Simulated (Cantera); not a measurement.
An adiabatic, constant-volume homogeneous reactor starts with H2 : O2 : N2 = 1 : 1.39 : 5.22 (molar parts), equivalence ratio 0.36, at 1448 K and 0.730 bar.

Detailed kinetics in Cantera: the H2/O2 subset of GRI-Mech 3.0, which has no nitrogen chemistry.

One state of this run: T (K) = 2471; P (bar) = 1.17; x H2 = 0.00181; x O2 = 0.120; x OH = 0.0127; x HO2 = 1.04e-5; x H2O = 0.131; x H = 0.000874; x H2O2 = 3.25e-7. x: mole fraction; the columns are a selection and need not sum to one.

Which value of t (s) does it belong to?
A) 0.000227
B) 1.00e-6
C) 1.51e-5
D) 0.000879

D, 0.000879
